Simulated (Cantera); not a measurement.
Charge: 1 mol Fe, 15 mol NH3, 1.3 mol H2, equilibrated at 20.0 Pa.

These are equilibrium values from Cantera (NASA tables, ideal gas, pure condensed phases), not measurements of a reactor. Candidate condensed phases: Fe; 10 gas species. The numbers say what is thermodynamically allowed, not how fast it happens.

log p: log10 of the partial pressure in bar; n: condensed amount in mol.

```
T (K)  log p H2  log p N2  log p Fe  log p H  log p NH3  log p N  n Fe(α)  n Fe(γ)
-----  --------  --------  --------  -------  ---------  -------  -------  -------
600       -3.82     -4.32      <-15     <-15        [?]     <-15     1.00        0
700       -3.82     -4.32      <-15   -15.51        [?]     <-15     1.00        0
800       -3.82     -4.32      <-15   -13.45        [?]     <-15     1.00        0
900       -3.82     -4.32      <-15   -11.84        [?]     <-15     1.00        0
1000      -3.82     -4.32    -13.83   -10.55        [?]     <-15     1.00        0
1100      -3.82     -4.32    -11.90    -9.50        [?]     <-15     1.00        0
1200      -3.82     -4.32    -10.30    -8.61        [?]     <-15        0    1.000
1300      -3.82     -4.32     -8.96    -7.87        [?]     <-15        0    1.000
1400      -3.82     -4.32     -7.81    -7.22        [?]     <-15        0    0.998
1500      -3.82     -4.32     -6.82    -6.66        [?]   -15.38        0    0.976
1600      -3.82     -4.32     -5.96    -6.18        [?]   -14.34        0    0.827
1700      -3.84     -4.34     -5.21    -5.75        [?]   -13.42        0        0
1800      -3.84     -4.34     -5.21    -5.37        [?]   -12.61        0        0
```

Q: Fill in the missing entries.

A: 
- 600, log p NH3: -9.27
- 700, log p NH3: -9.91
- 800, log p NH3: -10.41
- 900, log p NH3: -10.80
- 1000, log p NH3: -11.12
- 1100, log p NH3: -11.38
- 1200, log p NH3: -11.61
- 1300, log p NH3: -11.79
- 1400, log p NH3: -11.95
- 1500, log p NH3: -12.10
- 1600, log p NH3: -12.23
- 1700, log p NH3: -12.36
- 1800, log p NH3: -12.47
